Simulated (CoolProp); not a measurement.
Vapour-liquid equilibrium of R134a (1) + methanol (2) at 296.2 K; x and y are mole fractions of (1).

The numbers come from the multi-fluid Helmholtz-energy mixture model, Tillner-Roth 1994 and de Reuck 1993; pair parameters Bell 2016 in CoolProp.

### Question
Give the bubble pressure and the first vapour's composition at x = 0.55, 0.75, 0.95. Is there an azeotrope?

### Answer
x = 0.55: 0.4272 MPa, y = 0.969; x = 0.75: 0.4958 MPa, y = 0.979; x = 0.95: 0.5957 MPa, y = 0.995. No azeotrope shows between x = 0.05 and 0.95.

Pair parameters are fitted to limited data, so mixtures are less certain than the pure fluids. With so large a gap from Raoult's law the liquid may split in two, which this calculation doesn't test in full.
